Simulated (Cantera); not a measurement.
A perfectly stirred reactor is fed with 7.40 % CH₄, 19.5 % O₂, 73.2 % N₂, at 1.00 bar; it is adiabatic with a 350 K inlet, and is followed from long to short residence time, starting on the burning branch (τ in s: 0.33, 0.13, 0.054, 0.022, 0.009, 0.0037, 0.0015, 0.00061, 0.00025, 0.0001, 4.2e-05, 1.7e-05, 6.9e-06).

Computed with Cantera and GRI-Mech 3.0 (53 species, 325 reactions).

x: mole fraction; the columns are a selection and need not sum to one.

```tsv
τ (s)	T (K)	x CH₄	x O₂	x CH₂	x NO	x H₂	x CO₂	x CH₃
0.33	1974	2.54e-6	0.0463	(withheld)	0.000250	0.000227	0.0733	8.34e-7
0.13	1970	5.38e-6	0.0464	(withheld)	0.000144	0.000309	0.0731	1.75e-6
0.054	1964	1.01e-5	0.0466	(withheld)	9.66e-5	0.000465	0.0726	3.20e-6
0.022	1952	1.85e-5	0.0469	(withheld)	7.01e-5	0.000757	0.0718	5.55e-6
0.0090	1932	3.33e-5	0.0474	(withheld)	5.27e-5	0.00125	0.0704	9.27e-6
0.0037	1902	6.05e-5	0.0484	(withheld)	4.03e-5	0.00200	0.0683	1.53e-5
0.0015	1859	0.000116	0.0499	(withheld)	3.09e-5	0.00307	0.0651	2.62e-5
0.00061	1798	0.000239	0.0525	(withheld)	2.27e-5	0.00440	0.0605	4.71e-5
0.00025	1718	0.000573	0.0570	(withheld)	1.42e-5	0.00585	0.0533	9.52e-5
0.00010	350	0.0740	0.195	<1e-12	<1e-12	<1e-12	<1e-12	<1e-12
4.2e-5	350	0.0740	0.195	<1e-12	<1e-12	<1e-12	<1e-12	<1e-12
1.7e-5	350	0.0740	0.195	<1e-12	<1e-12	<1e-12	<1e-12	<1e-12
6.9e-6	350	0.0740	0.195	<1e-12	<1e-12	<1e-12	<1e-12	<1e-12
```

**Question.** What belongs in the gaps?

**Answer.** 
- 0.33, x CH₂: 2.68e-8
- 0.13, x CH₂: 6.33e-8
- 0.054, x CH₂: 1.35e-7
- 0.022, x CH₂: 2.77e-7
- 0.0090, x CH₂: 5.30e-7
- 0.0037, x CH₂: 9.46e-7
- 0.0015, x CH₂: 1.60e-6
- 0.00061, x CH₂: 2.64e-6
- 0.00025, x CH₂: 4.52e-6
